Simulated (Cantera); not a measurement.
Input: 1 mol Si2Cl6, a varied amount of H2, at 1225 K and 17.3 Torr.

Equilibrium computed with Cantera from the NASA thermochemical tables; the gas is ideal and each condensed phase is pure. Candidate condensed phases: Si; 19 gas species. The feed counts by its element totals alone. The tables' values for SiCl3 are old estimates; treat these amounts as uncertain. Rates play no part.

log p: log10 of the partial pressure in bar; n: condensed amount in mol.

```tsv
n(H2) (mol)	log p H2	log p HCl	log p SiCl4	log p SiCl2	log p SiCl3	n Si(s)
16	-1.72	-2.65	-3.16	-3.18	-3.62	0.602
20	-1.71	-2.68	-3.31	-3.25	-3.73	0.659
25	-1.70	-2.71	-3.46	-3.33	-3.84	0.726
31	-1.69	-2.74	-3.62	-3.41	-3.96	0.799
38	-1.68	-2.78	-3.78	-3.49	-4.09	0.877
47	-1.68	-2.82	[?]	[?]	-4.22	[?]
58	-1.67	-2.87	-4.16	-3.68	-4.37	1.06
71	-1.67	-2.92	-4.37	-3.78	-4.52	1.16
87	-1.66	-2.97	-4.59	-3.89	-4.69	1.25
110	-1.66	-3.04	-4.87	-4.03	-4.90	1.36
130	-1.66	-3.09	[?]	[?]	-5.06	1.44
160	-1.65	-3.16	-5.35	-4.28	-5.27	1.52
```

Task: Complete the blanks.

Result: 
- 130, log p SiCl4: -5.08
- 130, log p SiCl2: -4.14
- 47, log p SiCl4: -3.97
- 47, log p SiCl2: -3.58
- 47, n Si(s): 0.966
